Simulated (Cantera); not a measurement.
A Cantera script and what it prints.

```python
import numpy as np
import cantera as ct

gas_names = """
    F F2 FS2F,fluorodisu N NF NF2 NF3 N2 S SF SF2 SF3 SF4 SF5 SF6 SN S2 S2F2,thiothiony S8 Si SiF SiF2
    SiF3 SiF4 SiN SiS Si2 Si2N Si3
""".split()
cond_names = """
    S(cr1) S(cr2) S(L) Si(cr) Si(L) Si3N4(a)
""".split()


def load(file, names, dense=False):
    # The tables refer to 1 bar. Condensed volumes are neglected.
    table = {s.name: s for s in ct.Species.list_from_file(file)}
    out = []
    for n in names:
        d = dict(table[n].input_data)
        d["thermo"] = dict(d["thermo"], **{"reference-pressure": 1e5})
        if dense:
            d["equation-of-state"] = {"model": "constant-volume", "density": "1e6 g/cm^3"}
        out.append(ct.Species.from_dict(d))
    return out


gas = ct.Solution(thermo="ideal-gas", species=load("nasa_gas.yaml", gas_names))
cond = {s.name: ct.Solution(thermo="fixed-stoichiometry", species=[s], name=s.name)
        for s in load("nasa_condensed.yaml", cond_names, dense=True)}
atoms = {
    'Si': {'Si': 1},
    'NF3': {'N': 1, 'F': 3},
    'SF6': {'S': 1, 'F': 6},
}
top_T = {'Si3N4(a)': 2400}  # K; cautious upper limits of use, not melting points


def equilibrate(T, P, feed):
    n = {}
    for name, mol in feed.items():
        for a, k in atoms[name].items():
            n[a] = n.get(a, 0.0) + k * mol
    gas.TPX = T, P, n
    mass = sum(n.values()) * gas.mean_molecular_weight
    gas.equilibrate("TP")
    valid = [c for c in cond.values() if c.min_temp <= T <= top_T.get(c.name, c.max_temp)]
    mix = ct.Mixture([(gas, mass / gas.mean_molecular_weight)] + [(c, 0.0) for c in valid])
    mix.T, mix.P = T, P
    mix.equilibrate("TP", solver="vcs", rtol=1e-11, max_steps=5000)
    return mix


results = []
feed = {'Si': 1, 'NF3': 6.2, 'SF6': 0.95}  # mol
P = 1000  # Pa
for T in [775, 850, 925, 1000, 1075, 1150, 1225, 1300, 1375, 1450, 1525, 1600]:
    mix = equilibrate(T, P, feed)
    results.append((T, P, feed, dict(zip(mix.species_names, mix.species_moles))))

top = {s: max(r[3][s] / sum(r[3][g] for g in gas_names) for r in results) for s in gas_names}
cols = sorted((s for s in top if top[s] > 1e-05), key=lambda s: -top[s])[:6]
seen = [c for c in cond_names if any(r[3].get(c, 0) > 1e-12 for r in results)]
print("log10 of partial pressures in bar; condensed amounts in mol")
print(f"{'T/K':>10s}" + "".join(f"{s[:9]:>10s}" for s in cols + seen))
for T, P, feed, n in results:
    ng = sum(n[g] for g in gas_names)
    print(f"{T:10.4g}" + "".join(f"{np.log10(max(n[s] / ng * P / 1e5, 1e-99)):10.3f}" for s in cols)
          + "".join(f"{n.get(c, 0):10.4g}" for c in seen))
```

It prints:

```
log10 of partial pressures in bar; condensed amounts in mol
       T/K         F        F2        N2      SiF4       SF6       NF3
       775    -3.403    -2.300    -2.638    -3.073    -3.095    -3.188
       850    -2.922    -2.313    -2.632    -3.114    -3.136    -3.980
       925    -2.570    -2.426    -2.664    -3.154    -3.176    -4.812
      1000    -2.334    -2.652    -2.715    -3.206    -3.228    -5.726
      1075    -2.209    -3.003    -2.761    -3.252    -3.274    -6.743
      1150    -2.158    -3.424    -2.786    -3.277    -3.300    -7.794
      1225    -2.140    -3.849    -2.796    -3.287    -3.310    -8.791
      1300    -2.133    -4.245    -2.800    -3.291    -3.314    -9.699
      1375    -2.131    -4.604    -2.802    -3.293    -3.323   -10.515
      1450    -2.127    -4.924    -2.811    -3.302    -3.435   -11.246
      1525    -2.119    -5.205    -2.833    -3.325    -4.001   -11.899
      1600    -2.116    -5.467    -2.842    -3.334    -4.921   -12.497
```

These are equilibrium values from Cantera (NASA tables, ideal gas, pure condensed phases), not measurements of a reactor. The tables' values for SF3, SF5 are old estimates; treat these amounts as uncertain.
